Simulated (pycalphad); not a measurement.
CALPHAD calculation (pycalphad, COST 507 light-alloy database (1999)), 1 atm. These are 1990s assessments: newer ones move some temperatures and phases. Phase fractions are per mole of atoms.

Give the equilibrium state of Al-11.76Mn-1.37Si (at.%) at 800 K.

AL12MN, fraction 0.488, with 7.7 Mn, no Si at.%; AL6MN, fraction 0.289, with 14.3 Mn, no Si at.%; ALMNSI_ALPHA, fraction 0.223, with 17.4 Mn, 6.2 Si at.%.

Give the equilibrium state of Al-11.76Mn-1.37Si (at.%) at 1100 K.

liquid, fraction 0.643, with 6.3 Mn, 0.70 Si at.%; ALMNSI_BETA, fraction 0.192, with 23.1 Mn, 4.8 Si at.%; AL4MN, fraction 0.165, with 20.0 Mn, no Si at.%.

Database names, with the compositions (at.%) that they take in these runs: ALMNSI_BETA: Al 72 Mn 23 Si 5; AL4MN: Al 80 Mn 20; AL6MN: Al 86 Mn 14; ALMNSI_ALPHA: Al 76-78 Mn 17 Si 4-7; AL12MN: Al 92 Mn 8. An entry "none" or "no" means that the model of the phase leaves that element out.
